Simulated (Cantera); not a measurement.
A Cantera script and what it prints.

```python
import numpy as np
import cantera as ct

gas_names = """
    C CH CH2 CH3 CH2OH CH3O CH4 CH3OH CO CO2 COOH C2 C2H CHCO,ketyl C2H2,acetylene C2H2,vinylidene
    CH2CO,ketene C2H3,vinyl CH3CO,acetyl C2H4 C2H4O,ethylen CH3CHO,ethanal CH3COOH (HCOOH)2 C2H5 C2H6
    CH3OCH3 C2H5OH C2O C3 C3H3,propargyl C3H4,allene C3H4,propyne C3H4,cyclo- C3H5,allyl C3H6,propylene
    C3H6,cyclo- C3H6O C3H7,n-propyl C3H7,i-propyl C3H8 C3H8O,1propanol C3H8O,2propanol C3O2 C4 C4H2
    C4H4,1,3-cyclo- C4H6,butadiene C4H6,2-butyne C4H6,cyclo- C4H8,1-butene C4H8,cis2-buten
    C4H8,tr2-butene C4H8,isobutene C4H8,cyclo- (CH3COOH)2 C4H9,n-butyl C4H9,i-butyl C4H9,s-butyl
    C4H9,t-butyl C4H10,isobutane C4H10,n-butane C5 C5H6,1,3cyclo- C5H8,cyclo- C5H10,1-pentene
    C5H10,cyclo- C5H11,pentyl C5H11,t-pentyl C5H12,n-pentane C5H12,i-pentane CH3C(CH3)2CH3 C6H2
    C6H5,phenyl C6H5O,phenoxy C6H6 C6H5OH,phenol C6H10,cyclo- C6H12,1-hexene C6H12,cyclo- C6H13,n-hexyl
    C7H7,benzyl C7H8 C7H8O,cresol C7H14,1-heptene C7H15,n-heptyl C7H16,n-heptane C8H8,styrene
    C8H10,ethylbenz C8H16,1-octene C8H17,n-octyl C8H18,isooctane C8H18,n-octane C9H19,n-nonyl
    C10H8,naphthale C10H21,n-decyl C12H9,o-bipheny C12H10,bipheny H HCO HO2 H2 HCHO,formaldehy HCOOH H2O
    H2O2 O OH O2 O3 Pb PbO Pb2
""".split()
cond_names = """
    C(gr) C6H6(L) C7H8(L) C8H18(L),n-octa H2O(s) H2O(L) Pb(cr) Pb(L) PbO(rd) PbO(yw) PbO(L) PbO2(s)
    Pb3O4(s)
""".split()


def load(file, names, dense=False):
    # The tables refer to 1 bar. Condensed volumes are neglected.
    table = {s.name: s for s in ct.Species.list_from_file(file)}
    out = []
    for n in names:
        d = dict(table[n].input_data)
        d["thermo"] = dict(d["thermo"], **{"reference-pressure": 1e5})
        if dense:
            d["equation-of-state"] = {"model": "constant-volume", "density": "1e6 g/cm^3"}
        out.append(ct.Species.from_dict(d))
    return out


gas = ct.Solution(thermo="ideal-gas", species=load("nasa_gas.yaml", gas_names))
cond = {s.name: ct.Solution(thermo="fixed-stoichiometry", species=[s], name=s.name)
        for s in load("nasa_condensed.yaml", cond_names, dense=True)}
atoms = {
    'PbO': {'Pb': 1, 'O': 1},
    'CO': {'C': 1, 'O': 1},
    'H2': {'H': 2},
}
top_T = {'C(gr)': 4500, 'Pb3O4(s)': 820}  # K; cautious upper limits of use, not melting points


def equilibrate(T, P, feed):
    n = {}
    for name, mol in feed.items():
        for a, k in atoms[name].items():
            n[a] = n.get(a, 0.0) + k * mol
    gas.TPX = T, P, n
    mass = sum(n.values()) * gas.mean_molecular_weight
    gas.equilibrate("TP")
    valid = [c for c in cond.values() if c.min_temp <= T <= top_T.get(c.name, c.max_temp)]
    mix = ct.Mixture([(gas, mass / gas.mean_molecular_weight)] + [(c, 0.0) for c in valid])
    mix.T, mix.P = T, P
    mix.equilibrate("TP", solver="vcs", rtol=1e-11, max_steps=5000)
    return mix


results = []
T = 800  # K
P = 160000  # Pa
for m in [0.35, 0.55, 0.86, 1.3, 2.1, 3.3, 5.1, 8]:
    feed = {'PbO': 1, 'CO': 0.36, 'H2': m}  # mol
    mix = equilibrate(T, P, feed)
    results.append((T, P, feed, dict(zip(mix.species_names, mix.species_moles))))

top = {s: max(r[3][s] / sum(r[3][g] for g in gas_names) for r in results) for s in gas_names}
cols = sorted((s for s in top if top[s] > 0.0001), key=lambda s: -top[s])[:9]
seen = [c for c in cond_names if any(r[3].get(c, 0) > 1e-12 for r in results)]
print("log10 of partial pressures in bar; condensed amounts in mol")
print(f"{'n(H2)':>10s}" + "".join(f"{s[:9]:>10s}" for s in cols + seen))
for T, P, feed, n in results:
    ng = sum(n[g] for g in gas_names)
    print(f"{feed['H2']:10.4g}" + "".join(f"{np.log10(max(n[s] / ng * P / 1e5, 1e-99)):10.3f}" for s in cols)
          + "".join(f"{n.get(c, 0):10.4g}" for c in seen))
```

Result:

```
log10 of partial pressures in bar; condensed amounts in mol
     n(H2)        H2       H2O       CO2       CH4        CO     Pb(L)   PbO(yw)
      0.35    -4.303    -0.103    -0.091   -16.224    -4.916      0.71      0.29
      0.55    -4.214    -0.015    -0.199   -16.155    -5.024      0.91   0.09004
      0.86    -0.649    -0.047    -0.355    -1.983    -1.582         1         0
       1.3    -0.411    -0.078    -0.556    -1.169    -1.514         1         0
       2.1    -0.259    -0.110    -0.925    -0.870    -1.700         1         0
       3.3    -0.118    -0.187    -1.585    -0.811    -2.141         1         0
       5.1     0.013    -0.347    -2.551    -0.934    -2.817         1         0
         8     0.094    -0.547    -3.470    -1.127    -3.454         1         0
```

These are equilibrium values from Cantera (NASA tables, ideal gas, pure condensed phases), not measurements of a reactor.
